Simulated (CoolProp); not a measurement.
Computed with CoolProp (reference Helmholtz-energy equation of state, Zhou 2014).

Q: For cyclohexane, give the phase and the Joule-Thomson coefficient (K/MPa), isothermal compressibility (1/MPa), expansivity (1/kK), viscosity (µPa s) at 564.7 K and 8.93 MPa.

A: 
- 564.7 K and 8.93 MPa: supercritical; Joule-Thomson coefficient 0.866, isothermal compressibility 0.0261, expansivity 4.21, viscosity 78.9

Viscosity comes from a separate model (Tariq 2014).
